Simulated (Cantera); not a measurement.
Feed: 1 mol CH₄, 0.042 mol H₂O, 0.85 mol N₂, equilibrated at 0.345 Torr.

These are equilibrium values from Cantera (NASA tables, ideal gas, pure condensed phases), not measurements of a reactor. Candidate condensed phases: C, C₆H₆, C₇H₈, C₈H₁₈, H₂O; 136 gas species. Rates play no part.

x: gas mole fraction; n: condensed amount in mol.

```tsv
T (K)	x H₂	x N₂	x CO	x CH₄	x H₂O	x CO₂	x HCN	n C(graphite)
700	0.693	0.291	0.0122	0.00188	0.00166	0.000274	2.37e-9	0.958
750	0.695	0.290	0.0138	0.000710	0.000402	4.90e-5	1.10e-8	0.957
800	0.696	0.290	0.0142	0.000299	0.000106	9.15e-6	4.21e-8	0.957
850	0.696	0.290	0.0143	0.000139	3.22e-5	2.02e-6	1.37e-7	0.958
900	0.696	0.290	0.0143	6.95e-5	1.11e-5	5.26e-7	3.92e-7	0.958
950	0.696	0.290	0.0143	3.73e-5	4.28e-6	1.58e-7	1.00e-6	0.958
1000	0.696	0.290	0.0143	2.13e-5	1.81e-6	5.35e-8	2.33e-6	0.958
1050	0.696	0.290	0.0143	(withheld)	(withheld)	(withheld)	(withheld)	0.958
1100	0.696	0.290	0.0143	(withheld)	(withheld)	(withheld)	(withheld)	0.958
1150	0.696	0.290	0.0143	5.21e-6	2.15e-7	3.72e-9	1.88e-5	0.958
1200	0.696	0.290	0.0143	3.52e-6	1.19e-7	1.78e-9	3.35e-5	0.958
1250	0.696	0.290	0.0143	2.45e-6	6.90e-8	9.07e-10	5.69e-5	0.958
```

### Question
Some entries are withheld; supply them.

### Answer

- 1050, x CH₄: 1.28e-5
- 1050, x H₂O: 8.32e-7
- 1050, x CO₂: 2.01e-8
- 1050, x HCN: 4.99e-6
- 1100, x CH₄: 8.00e-6
- 1100, x H₂O: 4.10e-7
- 1100, x CO₂: 8.32e-9
- 1100, x HCN: 9.98e-6
